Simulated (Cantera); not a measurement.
Feed: 1 mol Si₃N₄, 0.47 mol H₂O, 14 mol H₂, equilibrated at 0.0133 bar.

Cantera equilibrium calculation (NASA polynomials, part measured and part estimated; ideal gas, pure solids and liquids). Candidate condensed phases: H₂O, Si, SiO₂, Si₂N₂O, Si₃N₄; 35 gas species. The tables' values for SiN are old estimates; treat these amounts as uncertain. Gases not in the tables: Si₂H₆ and higher silanes. Equilibrium is a limit: real reactors are often held back by kinetics, nucleation or transport.

At 1675 °C, list the 7 most abundant gas species with their mole fractions, and the condensed phases.

H₂ 0.844, N₂ 0.117, SiO 0.0276, H 0.00899, Si 0.00174, SiH 0.000142, SiH₂ 6.61e-5. Condensed: Si(l).
